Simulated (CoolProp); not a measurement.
Saturation properties of hydrogen chloride.

Model: reference Helmholtz-energy equation of state, Thol 2018, in CoolProp.

| T (°C) | p (MPa) | liquid density (kg/m³) | vapour density (kg/m³) | enthalpy of vaporisation (kJ/kg) | liquid cp (kJ/(kg K)) |
|---|---|---|---|---|---|
| -53.35 | 0.4609 | 1102 | 10.01 | 405.9 | 1.704 |
| -48.95 | 0.5487 | 1090 | 11.81 | 399.9 | 1.715 |
| -44.45 | 0.6511 | 1077 | 13.90 | 393.5 | 1.729 |
| -40.05 | 0.7644 | 1064 | 16.22 | 386.9 | 1.744 |
| -35.55 | 0.8951 | 1051 | 18.89 | 380.0 | 1.761 |
| -31.15 | 1.038 | 1037 | 21.83 | 372.9 | 1.781 |
| -26.65 | 1.202 | 1023 | 25.22 | 365.3 | 1.804 |
| -22.25 | 1.379 | 1008 | 28.92 | 357.5 | 1.829 |
| -17.75 | 1.580 | 993.3 | 33.18 | 349.2 | 1.859 |
| -13.35 | 1.797 | 978.0 | 37.84 | 340.6 | 1.893 |
| -8.85 | 2.040 | 961.7 | 43.18 | 331.3 | 1.932 |
| -4.45 | 2.301 | 945.2 | 49.05 | 321.8 | 1.978 |
| 0.05 | 2.593 | 927.6 | 55.79 | 311.4 | 2.033 |
| 4.45 | 2.903 | 909.5 | 63.23 | 300.6 | 2.097 |
| 8.95 | 3.249 | 890.1 | 71.85 | 288.8 | 2.177 |

It boils at -85.0 °C under 1 atm.
